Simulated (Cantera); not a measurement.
Input: 1 mol CO₂, 6.4 mol H₂O, at 2248.15 K and 8.20 bar.

Method: chemical equilibrium by Gibbs-energy minimisation in Cantera with the NASA 1993 tables (ideal gas, pure condensed phases). Candidate condensed phases: C, C₆H₆, C₇H₈, C₈H₁₈, H₂O; 110 gas species. Kinetics and transport are ignored.

Base state: H₂O 0.850, CO₂ 0.129, H₂ 0.00649, CO 0.00535, O₂ 0.00491, OH 0.00406, H 0.000207, O 8.93e-5 (mole fractions); condensed: gas only.

### Question
What changes in the equilibrium state with this change: pressure from 8.20 bar to 1.33 mbar?

### Answer
| species | before | after |
|---|---|---|
| H₂O | 0.850 | 0.580 |
| H₂ | 0.00649 | 0.0961 |
| O₂ | 0.00491 | 0.0642 |
| CO₂ | 0.129 | 0.0605 |
| H | 0.000207 | 0.0624 |
| O | 8.93e-5 | 0.0253 |
| OH | 0.00406 | 0.0565 |
| CO | 0.00535 | 0.0545 |
